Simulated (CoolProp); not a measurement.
R404A along the isobar 86.3 bar: fugacity coefficient from the reference equation and from simpler models built on Tc = 345.3 K, pc = 37.35 bar, ω = 0.293; each cubic takes its own stable root.

Values from CoolProp's reference Helmholtz-energy equation of state, Lemmon 2003. It is a pseudo-pure fit of the blend.

```tsv
T (K)	phase	reference
281.2	liquid	0.1013
295.8	liquid	0.1437
310.4	liquid	0.1946
325	liquid	0.2528
339.6	liquid	0.3169
354.1	supercritical	0.3839
368.7	supercritical	0.4520
383.3	supercritical	0.5172
397.9	supercritical	0.5760
412.5	supercritical	0.6271
427.1	supercritical	0.6712
441.7	supercritical	0.7095
456.2	supercritical	0.7429
470.8	supercritical	0.7725
485.4	supercritical	0.7987
500	supercritical	0.8221
```

Question: How far does each simpler model (van der Waals, Redlich-Kwong, Soave-Redlich-Kwong, Peng-Robinson) lie from the reference over these 16 states: mean and median of the absolute difference, and the worst?

Answer: 
- van der Waals: mean 24.0 %, median 7.2 %, worst +118.0 % at 281.2 K and 86.3 bar
- Redlich-Kwong: mean 9.3 %, median 4.0 %, worst +38.4 % at 281.2 K and 86.3 bar
- Soave-Redlich-Kwong: mean 6.5 %, median 6.3 %, worst +8.4 % at 325 K and 86.3 bar
- Peng-Robinson: mean 0.8 %, median 0.4 %, worst +2.1 % at 325 K and 86.3 bar
